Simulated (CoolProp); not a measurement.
Properties of chloromethane (R40) along the isobar 1.01 bar (Tc = 145.5 °C, pc = 69.29 bar, ω = 0.150).

The numbers come from the reference Helmholtz-energy equation of state, Thol 2014 in CoolProp.

```csv
T (°C),phase,Z,cp (kJ/(kg K)),isothermal compressibility (1/MPa),fugacity coefficient
23.95,gas,0.9825,0.8369,10.08,0.9828
37.45,gas,0.9851,0.8493,10.05,0.9853
51.05,gas,0.9872,0.8640,10.03,0.9873
64.55,gas,0.9889,0.8800,10.01,0.9890
78.05,gas,0.9903,0.8971,9.999,0.9904
91.55,gas,0.9914,0.9149,9.987,0.9915
105.15,gas,0.9924,0.9332,9.977,0.9925
118.65,gas,0.9933,0.9516,9.968,0.9933
132.15,gas,0.9940,0.9702,9.961,0.9940
145.65,gas,0.9946,0.9887,9.955,0.9946
159.25,gas,0.9952,1.007,9.949,0.9952
172.75,gas,0.9956,1.026,9.944,0.9957
186.25,gas,0.9961,1.044,9.940,0.9961
199.75,gas,0.9964,1.062,9.936,0.9964
213.35,gas,0.9968,1.079,9.933,0.9968
226.85,gas,0.9971,1.097,9.930,0.9971
```
